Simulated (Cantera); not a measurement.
Charge: 1 mol SiO₂, 0.23 mol N₂, 0.045 mol C, at 1498.15 K.

Cantera equilibrium calculation (NASA polynomials, part measured and part estimated; ideal gas, pure solids and liquids). Candidate condensed phases: C, Si, SiC, SiO₂, Si₂N₂O, Si₃N₄; 34 gas species. N₂ is the only nitrogen source here; it is nearly inert below about 1500 K, so the nitride shown seldom forms there in practice. Mutual solubility and eutectic melting of coexisting phases are not modelled. The tables hold silica as quartz up to 1696 K and as liquid above; real silica turns to tridymite and cristobalite and melts near 1996 K. Kinetics and transport are ignored.

x: gas mole fraction; n: condensed amount in mol.

| P (Pa) | x N₂ | x CO | x SiO | x CO₂ | x SiO₂ | x Si | n SiO₂(β-quartz) | n Si₂N₂O(s) | n C(graphite) |
|---|---|---|---|---|---|---|---|---|---|
| 1 | 0.719 | 0.141 | 0.141 | 6.29e-5 | 2.01e-7 | 7.94e-9 | 0.955 | 0 | 0 |
| 16 | 0.719 | 0.141 | 0.141 | … | 1.26e-8 | … | 0.955 | 0 | 0 |
| 250 | 0.822 | 0.172 | 0.00666 | 6.49e-6 | 8.06e-10 | 4.45e-9 | 0.969 | 0.0144 | 0 |
| 4000 | 0.827 | 0.173 | … | … | 5.04e-11 | … | 0.970 | 0.0150 | 0 |
| 63000 | 0.827 | 0.173 | 4.18e-6 | 4.14e-5 | 3.20e-12 | <1e-12 | 0.970 | 0.0150 | 0 |
| 1000000 | 0.908 | 0.0920 | 1.01e-7 | 5.71e-5 | <1e-12 | <1e-12 | 0.985 | 0.00752 | 0.0224 |

**Question.** Complete the blanks.

**Answer.** 
- 16, x CO₂: 3.94e-6
- 16, x Si: 1.27e-7
- 4000, x SiO: 0.000165
- 4000, x CO₂: 1.65e-5
- 4000, x Si: 4.37e-11
